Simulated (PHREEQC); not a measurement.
**City or well water: speciation**

Model water analysis in mg/L, 20 °C, pH 6.9, pe 8.7:

```tsv
constituent	mg/L
Na	25.1
K	13.1
Ca	23.3
Mg	32
Cl	114
S(6) as SO4	16.5
Alkalinity as HCO3	105
Cd	1.4
Si as SiO2	3.93
```

Cl is adjusted to close the charge balance.
Valence states are taken as typed.

Equilibrium calculation in PHREEQC: ion-association model, phreeqc.dat.

This is a speciation only: nothing precipitates in the calculation.

**Question.** What specific conductance does the model give?

**Answer.** specific conductance 511 µS/cm.

**Question.** In which forms is S present?

**Answer.** SO4-2 84 %, MgSO4 11 %, CaSO4 4.1 % of the S.

Saturation is exceeded, for instance for Otavite; the values hold only as long as no solid forms. Species that the database lacks are ignored.
